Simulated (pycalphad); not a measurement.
CALPHAD calculation (pycalphad, COST 507 light-alloy database (1999)), 1 atm. The data set is of 1999 and partly superseded. Amounts are mole fractions of atoms.

Question: Give the equilibrium state of Al-0.2Si-1.41C (at.%) at 1477 °C.

Answer: 
```
T = 1750.00 K, P = 101325 Pa, N = 1 mol of atoms
G = -104861 J/mol, H = 53655 J/mol, S = 90.58 J/(mol K)  (SER reference)
chemical potentials (J/mol): Al -105237, Si -176315, C -68474
phase             fraction      x(Al)      x(Si)       x(C)
LIQUID              0.9720     0.9958     0.0021     0.0021
AL4C3               0.0280     0.5713   9.42e-05     0.4286
```

Question: Give the equilibrium state of Al-0.2Si-1.41C (at.%) at 277 °C.

Answer: fcc, fraction 0.968, with <0.01 Si, <0.01 C at.%; AL8SIC7, fraction 0.032, with 6.2 Si, 43.8 C at.%; AL4C3, fraction 0.000, with <0.01 Si, 42.9 C at.%.

Database names, with the compositions (at.%) that they take in these runs: AL4C3: Al 57 C 43; AL8SIC7: Al 50 C 44 Si 6.
